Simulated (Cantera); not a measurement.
Input: 1 mol Fe₃O₄, 0.6 mol CH₄, 0.34 mol N₂, at 1200 °C and 0.140 bar.

Method: chemical equilibrium by Gibbs-energy minimisation in Cantera with the NASA 1993 tables (ideal gas, pure condensed phases). Candidate condensed phases: C, C₆H₆, C₇H₈, C₈H₁₈, Fe, Fe(CO)₅, FeO, Fe(OH)₂, Fe(OH)₃, Fe₂O₃, Fe₃O₄, H₂O; 140 gas species. Mutual solubility and eutectic melting of coexisting phases are not modelled. The tables' stoichiometric FeO is somewhat more stable than real wüstite, so its field is too wide. FeO: taken at fixed stoichiometry. The numbers say what is thermodynamically allowed, not how fast it happens.

Base state: H₂ 0.398, CO 0.241, H₂O 0.162, N₂ 0.159, CO₂ 0.0396, H 2.14e-5 (mole fractions); condensed: Fe(γ) + FeO(s).

What changes in the equilibrium state with this change: temperature from 1200 °C to 1702 °C?


```json
[
 {"species": "H₂", "before": "0.398", "after": "0.380"},
 {"species": "CO", "before": "0.241", "after": "0.253"},
 {"species": "H₂O", "before": "0.162", "after": "0.178"},
 {"species": "CO₂", "before": "0.0396", "after": "0.0264"},
 {"species": "N₂", "before": "0.159", "after": "0.158"},
 {"species": "Fe", "before": "5.99e-7", "after": "0.00196"},
 {"species": "FeO", "before": "<1e-9", "after": "1.72e-5"},
 {"species": "OH", "before": "2.27e-7", "after": "0.000100"},
 {"species": "H", "before": "2.14e-5", "after": "0.00225"},
 {"species": "Fe(OH)₂", "before": "1.94e-6", "after": "6.26e-5"},
 {"species": "Fe(γ), mol", "before": "0.0321", "after": "0"},
 {"species": "FeO(s), mol", "before": "2.97", "after": "0"},
 {"species": "Fe(l), mol", "before": "0", "after": "0.0343"},
 {"species": "FeO(l), mol", "before": "0", "after": "2.96"}
]
```
Each liquid is taken as pure.
